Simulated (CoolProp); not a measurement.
A simple Rankine cycle with water: condensing at 322.15 K, boiler at 2.84 MPa, turbine inlet 654.1 K, turbine efficiency 0.8, pump efficiency 0.6, no recuperator. Each further row changes one setting.

Computed with CoolProp (reference Helmholtz-energy equation of state, Wagner 2002).

```
case                             thermal efficiency (%)  net work (kJ/kg)  heat in (kJ/kg)  turbine exit temperature (K)  volume ratio over the turbine
-------------------------------  ----------------------  ----------------  ---------------  ----------------------------  -----------------------------
as stated                                          26.4               787             2980                         322.2                            114
turbine inlet 674.1 K                              26.6               806             3030                         322.2                            111
condensing temperature 314.15 K                    27.4               827             3010                         314.1                            166
boiler pressure 1.99 MPa                           25.2               754             3000                         322.2                           80.6
turbine efficiency 0.7                             23.1               688             2980                         322.2                            119
```

The expansion ends wet for: as stated; turbine inlet 674.1 K; condensing temperature 314.15 K; boiler pressure 1.99 MPa; turbine efficiency 0.7.
